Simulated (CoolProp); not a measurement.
Vapour-liquid equilibrium of carbon dioxide (1) + carbonyl sulfide (2) at 255 K; x and y are mole fractions of (1).

Values from CoolProp's multi-fluid Helmholtz-energy mixture model, Span 1996 and Lemmon 2006; pair parameters Bell 2016.

| x | bubble pressure, mixture model (bar) | bubble pressure, Raoult's law (bar) | y, mixture model | y, Raoult's law |
|---|---|---|---|---|
| 0.05 | 5.153 | 4.499 | 0.308 | 0.232 |
| 0.15 | 7.771 | 6.219 | ___ | 0.503 |
| 0.25 | 9.926 | 7.940 | 0.679 | 0.656 |
| 0.35 | 11.73 | 9.660 | 0.747 | 0.755 |
| 0.45 | ___ | 11.38 | ___ | 0.824 |
| 0.55 | 14.69 | 13.10 | 0.833 | 0.875 |
| 0.65 | 16.02 | 14.82 | 0.868 | 0.914 |
| 0.75 | 17.34 | 16.54 | 0.902 | 0.945 |
| 0.85 | 18.69 | 18.26 | 0.937 | 0.970 |
| 0.95 | 20.11 | 19.98 | 0.978 | 0.991 |

Question: Fill in the missing entries.

Answer: 
- 0.15, y, mixture model: 0.565
- 0.45, bubble pressure, mixture model (bar): 13.29
- 0.45, y, mixture model: 0.795

The largest gap from Raoult's law is +25.0 % in bubble pressure, at x = 0.25. No azeotrope shows between x = 0.05 and 0.95.

Pair parameters are fitted to limited data, so mixtures are less certain than the pure fluids.
